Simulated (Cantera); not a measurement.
An isothermal, constant-pressure homogeneous reactor starts with CH₄ : N₂ : H₂O = 1 : 29 : 0.14 (molar parts), at 1475 K and 1.01 bar.

Cantera simulation using GRI-Mech 3.0 (53 species, 325 reactions); the numbers are that mechanism's predictions, not measurements. GRI-Mech 3.0 stops at C3 and has no aromatics, soot or wall deposition, so with more carbon than oxygen in the feed, carbon stays in small species such as C2H2 where larger ones or solid carbon would form.

One state of this run: x CH₄ = 0.0254; x HCN = 1.14e-9; x H = 7.40e-7; x CH₃ = 3.37e-5; x C₂H = 3.67e-10; x CH₂ = 1.77e-9. x: mole fraction; the columns are a selection and need not sum to one.

### Question
Which value of t (s) does it belong to?
(A) 0.000786
(B) 0.382
(C) 0.00618
(D) 0.00220

### Answer
B, 0.382
